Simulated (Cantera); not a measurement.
Input: 1 mol SiO2, 0.41 mol CH4, 0.28 mol N2, at 1123 K and 0.200 bar.

These are equilibrium values from Cantera (NASA tables, ideal gas, pure condensed phases), not measurements of a reactor. N2 is the only nitrogen source here; it is nearly inert below about 1500 K, so the nitride shown seldom forms there in practice. Mutual solubility and eutectic melting of coexisting phases are not modelled. Rates play no part.

```
species               before     after
-------------------  -------  --------
H2                     0.738     0.559
CO                   0.00725     0.244
N2                     0.252     0.193
CO2                  6.34e-7  0.000721
H2O                  7.06e-5   0.00180
CH4                  0.00320   0.00183
NH3                  1.78e-5   1.03e-5
HCN                  1.29e-5   9.82e-6
C(graphite), mol       0.398    0.0510
SiO2(β-quartz), mol    0.995      1.00
Si2N2O(s), mol       0.00269         0
```
Gas species are given as mole fractions.

Problem. What was changed between the two runs?
(A) 0.12 mol H2O added
(B) pressure from 0.200 bar to 0.100 bar
(C) 1 mol CO2 added
(D) 0.18 mol O2 added

Solution. D, 0.18 mol O2 added
